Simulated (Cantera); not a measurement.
Charge: 1 mol Ti, a varied amount of CO2, 21 mol CO, at 750 Torr.

These are equilibrium values from Cantera (NASA tables, ideal gas, pure condensed phases), not measurements of a reactor. Candidate condensed phases: C, Ti, TiC, TiO, TiO2, Ti2O3, Ti3O5, Ti4O7; 15 gas species. Mutual solubility and eutectic melting of coexisting phases are not modelled. Condensed phases not in the tables: Magnéli phases beyond Ti4O7. Kinetics and transport are ignored.

Stable condensed phases, one row left out:

```
T in K \ n(CO2) in mol
         0.36  0.5 0.71    1  1.4    2  2.8    4  5.7    8   11
   1475     A    A    A    A    A    B    C    C    C    C    C
   1325     D    D    D    D    D    D    C    C    C    C    C
   1250     D    D    D    D    D    D    C    C    C    C    C
   1175     D    D    D    D    D    D    C    C    C    C    C
   1100     D    D    D    D    D    D    D    C    C    C    C
   1025     D    D    D    D    D    D    D    D    D    D    C
    950     D    D    D    D    D    D    D    D    D    D    D
    875     D    D    D    D    D    D    D    D    D    D    D
    800     D    D    D    D    D    D    D    D    D    D    D
    725     D    D    D    D    D    D    D    D    D    D    D
    650     D    D    D    D    D    D    D    D    D    D    D
```

A: C + Ti3O5; B: TiO2 + Ti4O7; C: TiO2; D: C + TiO2.

Question: Give the row for 1400 K.

Answer: 0.36: C + Ti4O7; 0.5: C + Ti4O7; 0.71: C + Ti4O7; 1: C + Ti4O7; 1.4: C + Ti4O7; 2: TiO2 + Ti4O7; 2.8: TiO2; 4: TiO2; 5.7: TiO2; 8: TiO2; 11: TiO2.
